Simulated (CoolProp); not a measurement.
A single-stage vapour-compression cycle with CH2F2 (R32): evaporating at 272.15 K (dew point), condensing at 336.15 K (bubble point), superheat 5 K, subcooling 8 K, compressor efficiency 0.75, no pressure losses. Each further row changes one setting.

Values from CoolProp's reference Helmholtz-energy equation of state, Tillner-Roth 1997.

| case | cooling COP | pressure ratio | discharge temperature (K) | refrigerating effect (kJ/kg) | volumetric capacity (kJ/m³) |
|---|---|---|---|---|---|
| as stated | 2.20 | 5.33 | 407.4 | 214 | 4420 |
| evaporating temperature 277.15 K | 2.48 | 4.55 | 400.3 | 215 | 5200 |
| condensing temperature 331.15 K | 2.50 | 4.78 | 398.0 | 225 | 4650 |
| subcooling 13 K | 2.32 | 5.33 | 407.4 | 226 | 4670 |
| superheat 15 K | 2.18 | 5.33 | 420.7 | 225 | 4390 |
| compressor efficiency 0.65 | 1.90 | 5.33 | 418.9 | 214 | 4420 |
